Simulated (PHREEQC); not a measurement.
PHREEQC input (ion-association model, phreeqc.dat):

```
SOLUTION_SPECIES
  CO3-2 + 10 H+ + 8 e- = CH4 + 3 H2O  # shut off: no methane
    -log_k -100
    -delta_h 0
    -analytic -100
SOLUTION 1
  temp 25
  units mol/kgw
  pH 7 charge
  Cl 0.022
  K 0.052
  C(4) 0.015
END
SELECTED_OUTPUT 1
  -reset false
  -pH true
  -pe true
  -ionic_strength true
  -water true
  -totals C Cl K C(-4) C(4) Mtg Sg
  -molalities H+ K+ Cl- CO3-2 OH- HCO3- CO2 (CO2)2
  -saturation_indices Sylvite
USER_PUNCH 1
  -headings p_CO2(g) phi_CO2(g) p_Mtg(g) phi_Mtg(g) p_H2Sg(g) phi_H2Sg(g) p_H2O(g) phi_H2O(g) density
  10 PUNCH PR_P("CO2(g)"), PR_PHI("CO2(g)"), PR_P("Mtg(g)"), PR_PHI("Mtg(g)"), PR_P("H2Sg(g)"), PR_PHI("H2Sg(g)"), PR_P("H2O(g)"), PR_PHI("H2O(g)"), RHO
PRINT
  -reset false
USE solution 1
REACTION_TEMPERATURE 1
  60
GAS_PHASE 1
  -fixed_pressure
  -pressure 1
  -temperature 60
  -volume 20
  CO2(g) 0.41
  Mtg(g) 0.08
  H2Sg(g) 0.51
  H2O(g) 0
END
# ... the last block is repeated for the other 6 points of P (atm)
```

Selected output (columns that matter, 7 of 7 rows; P (atm) added in front):

```
P (atm)	pH	mu	C	Cl	K	Mtg	Sg	si_Sylvite	p_CO2(g)	phi_CO2(g)	p_Mtg(g)	phi_Mtg(g)	p_H2Sg(g)	phi_H2Sg(g)
1	6.5194	0.052161	0.017313	0.022066	0.052156	6.8444e-05	0.036888	-4.1897	0.34518	0.99627	0.067782	1	0.39017	0.99425
2	6.1698	0.052144	0.023852	0.02206	0.052141	0.00015216	0.060347	-4.1901	0.76372	0.9923	0.15102	0.999	0.88696	0.98835
3	5.9805	0.052141	0.03044	0.022058	0.052138	0.0002354	0.083401	-4.1903	1.1812	0.9884	0.23411	0.99809	1.385	0.98253
5	5.7515	0.052141	0.043491	0.022058	0.052138	0.00040058	0.12849	-4.1906	2.015	0.98068	0.40004	0.99635	2.3823	0.97096
7.5	5.5758	0.052144	0.05948	0.022059	0.05214	0.00060479	0.18303	-4.1908	3.0558	0.9711	0.60699	0.99432	3.6309	0.9566
10	5.4544	0.052149	0.075083	0.022061	0.052144	0.00080659	0.2356	-4.1911	4.0951	0.96159	0.81347	0.99242	4.8812	0.94234
15	5.2884	0.05216	0.10513	0.022065	0.052154	0.0012035	0.33493	-4.1917	6.1699	0.9428	1.2251	0.98909	7.3867	0.91407
```

Species that the database lacks are ignored. Constants without temperature data keep their 25 °C values here.
